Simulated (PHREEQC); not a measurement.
Dissolve 0.00086 mol/kgw NaHCO3 at 20 °C. Closed to the air; pH follows from the charge balance.

Computed with PHREEQC (ion-association model, phreeqc.dat).

No solid was allowed to form.

Question: What pH does the model give?

Answer: pH 8.31.

Question: In which forms is C present?

Answer: HCO3- 98 %, CO2 1.1 %, CO3-2 0.9 % of the C.
